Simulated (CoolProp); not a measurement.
Methane along the isobar 5.57 MPa: Z from the reference equation and from simpler models built on Tc = 190.6 K, pc = 4.599 MPa, ω = 0.011; each cubic takes its own stable root.

Values from CoolProp's reference Helmholtz-energy equation of state, Setzmann 1991.

| T (K) | phase | reference |
|---|---|---|
| 187.1 | liquid | 0.2125 |
| 191.9 | supercritical | 0.2318 |
| 196.7 | supercritical | 0.3142 |
| 201.5 | supercritical | 0.4807 |
| 206.3 | supercritical | 0.5620 |
| 211.1 | supercritical | 0.6165 |
| 215.9 | supercritical | 0.6582 |
| 220.7 | supercritical | 0.6919 |
| 225.5 | supercritical | 0.7202 |
| 230.3 | supercritical | 0.7445 |
| 235.1 | supercritical | 0.7656 |
| 239.9 | supercritical | 0.7842 |
| 244.7 | supercritical | 0.8007 |

### Question
How far does each simpler model (Redlich-Kwong, Soave-Redlich-Kwong, Peng-Robinson) lie from the reference over these 13 states: mean and median of the absolute difference, and the worst?

### Answer
- Redlich-Kwong: mean 3.4 %, median 0.2 %, worst +16.0 % at 191.9 K and 5.57 MPa
- Soave-Redlich-Kwong: mean 3.7 %, median 0.5 %, worst +16.0 % at 191.9 K and 5.57 MPa
- Peng-Robinson: mean 3.9 %, median 4.1 %, worst +5.3 % at 191.9 K and 5.57 MPa
